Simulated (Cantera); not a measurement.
Cantera run, input and output.

```python
import numpy as np
import cantera as ct

gas = ct.Solution("gri30.yaml")
gas.TPX = 575, 780000, {'CH4': 1, 'O2': 3.12, 'N2': 11.8}
inlet = ct.Reservoir(gas, clone=True)
gas.equilibrate("HP")  # start burning
reactor = ct.IdealGasConstPressureReactor(gas, energy="on", clone=False)
exhaust = ct.Reservoir(gas, clone=True)
tau = [0.48, 0.18, 0.066, 0.025, 0.0092, 0.0035, 0.0013, 0.00048, 0.00018, 6.7e-05, 2.5e-05, 9.4e-06][0]
for a, b in ((inlet, reactor), (reactor, exhaust)):
    ct.MassFlowController(a, b, mdot=lambda t: reactor.mass / tau)
net = ct.ReactorNet([reactor])
show = ['CH4', 'O2', 'H', 'CH2CO', 'NO', 'N2O']

rows = []
print(f"{'tau/s':>10s}{'T/K':>9s}" + "".join(f"{s:>11s}" for s in show))
for tau in [0.48, 0.18, 0.066, 0.025, 0.0092, 0.0035, 0.0013, 0.00048, 0.00018, 6.7e-05, 2.5e-05, 9.4e-06]:
    net.initial_time = 0.0
    net.advance(30 * tau)
    before = gas.X
    net.advance(40 * tau)
    drift = np.max(np.abs(gas.X - before) / (gas.X + 1e-9))
    rows.append([gas.T, *gas[show].X, drift])
    print(f"{tau:10.3e}{gas.T:9.1f}" + "".join(f"{x:11.3e}" for x in gas[show].X))
```

It prints:

```
     tau/s      T/K        CH4         O2          H      CH2CO         NO        N2O
 4.800e-01   1948.0  4.704e-07  6.988e-02  2.441e-06  6.262e-12  5.583e-04  5.750e-07
 1.800e-01   1948.5  1.225e-06  7.004e-02  2.630e-06  2.874e-11  2.487e-04  5.919e-07
 6.600e-02   1948.3  3.179e-06  7.013e-02  3.111e-06  1.580e-10  1.077e-04  6.364e-07
 2.500e-02   1947.3  7.589e-06  7.019e-02  4.325e-06  8.227e-10  5.242e-05  7.407e-07
 9.200e-03   1944.8  1.717e-05  7.027e-02  7.586e-06  3.965e-09  3.003e-05  9.696e-07
 3.500e-03   1939.9  3.524e-05  7.044e-02  1.559e-05  1.537e-08  2.135e-05  1.355e-06
 1.300e-03   1930.7  7.100e-05  7.081e-02  3.581e-05  5.387e-08  1.718e-05  1.855e-06
 4.800e-04   1913.2  1.444e-04  7.164e-02  8.430e-05  1.771e-07  1.401e-05  2.203e-06
 1.800e-04   1880.1  3.095e-04  7.349e-02  1.868e-04  5.892e-07  1.039e-05  2.123e-06
 6.700e-05   1802.2  8.988e-04  7.889e-02  3.408e-04  3.183e-06  5.175e-06  1.524e-06
 2.500e-05    575.0  6.281e-02  1.960e-01  7.126e-31 -1.924e-19 -1.035e-20 -5.074e-21
 9.400e-06    575.0  6.281e-02  1.960e-01  2.572e-31 -3.556e-22 -1.913e-23 -9.378e-24
```

Cantera simulation using GRI-Mech 3.0 (53 species, 325 reactions); the numbers are that mechanism's predictions, not measurements.
